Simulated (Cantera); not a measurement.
Cantera run, input and output.

```python
import numpy as np
import cantera as ct

gas = ct.Solution("SiF4_NH3_mec.yaml", "gas")
gas.TPX = 2225, 27000, {'NH3': 1, 'H2': 0.12, 'N2': 0.098}
reactor = ct.IdealGasConstPressureReactor(gas, energy="off", clone=False)
net = ct.ReactorNet([reactor])
net.rtol, net.atol = 1e-08, 1e-18
show = ['NH3', 'H2', 'N', 'NH2', 'N2H2', 'H']
times = np.geomspace(0.0006, 1, 12)

steps = ct.SolutionArray(gas, extra=["t"])
rows = []
print(f"{'t/s':>10s}{'T/K':>9s}{'P/Pa':>11s}" + "".join(f"{s:>11s}" for s in show))
for t in times:
    while net.time < t:
        t_next = net.step()
        steps.append(gas.state, t=t_next)
    rows.append([np.interp(t, steps.t, y) for y in (steps.T, steps.P, *steps(*show).X.T)])
    print(f"{t:10.3e}{rows[-1][0]:9.1f}{rows[-1][1]:11.4g}" + "".join(f"{x:11.3e}" for x in rows[-1][2:]))
rate = np.gradient(steps.T, steps.t)
print("integrator steps:", len(steps.t))
if steps.T.max() > steps.T[0] + 200:
    print(f"time of steepest temperature rise: {steps.t[rate.argmax()]:.4e} s")
gas.TPX = 2225, 27000, {'NH3': 1, 'H2': 0.12, 'N2': 0.098}
gas.equilibrate("TP")
print(f"equilibrium (TP): T = {gas.T:.1f} K  " + "  ".join(f"{s} {gas[s].X[0]:.3e}" for s in show))
```

Result:

```
       t/s      T/K       P/Pa        NH3         H2          N        NH2       N2H2          H
 6.000e-04   2225.0    2.7e+04  7.771e-01  1.301e-01  2.054e-06  3.089e-03  1.735e-05  1.719e-04
 1.178e-03   2225.0    2.7e+04  7.367e-01  1.613e-01  2.361e-06  2.925e-03  1.584e-05  2.113e-04
 2.312e-03   2225.0    2.7e+04  6.655e-01  2.162e-01  2.793e-06  2.668e-03  1.344e-05  2.837e-04
 4.538e-03   2225.0    2.7e+04  5.512e-01  3.043e-01  3.301e-06  2.295e-03  1.013e-05  4.119e-04
 8.907e-03   2225.0    2.7e+04  3.934e-01  4.259e-01  3.795e-06  1.796e-03  6.386e-06  6.291e-04
 1.748e-02   2225.0    2.7e+04  2.193e-01  5.600e-01  4.209e-06  1.201e-03  3.099e-06  9.887e-04
 3.432e-02   2225.0    2.7e+04  7.996e-02  6.670e-01  4.529e-06  6.088e-04  9.867e-07  1.635e-03
 6.736e-02   2225.0    2.7e+04  1.139e-02  7.185e-01  5.146e-06  1.701e-04  1.299e-07  3.451e-03
 1.322e-01   2225.0    2.7e+04  1.733e-04  7.215e-01  1.961e-06  7.522e-06  5.708e-10  1.006e-02
 2.595e-01   2225.0    2.7e+04  2.660e-05  7.212e-01  3.583e-07  1.223e-06  1.622e-11  1.065e-02
 5.095e-01   2225.0    2.7e+04  9.875e-06  7.212e-01  1.332e-07  4.542e-07  2.690e-12  1.066e-02
 1.000e+00   2225.0    2.7e+04  4.504e-06  7.212e-01  6.075e-08  2.072e-07  9.753e-13  1.066e-02
integrator steps: 1566
equilibrium (TP): T = 2225.0 K  NH3 1.231e-06  H2 7.212e-01  N 1.661e-08  NH2 5.663e-08  N2H2 5.584e-13  H 1.066e-02
```

Cantera simulation using the gas-phase N/H chemistry of the illustrative SiF4/NH3 mechanism in the Surface Chemkin manual (1991); the numbers are that mechanism's predictions, not measurements. Walls and surfaces, which speed up NH3 decomposition in real reactors, are not modelled.
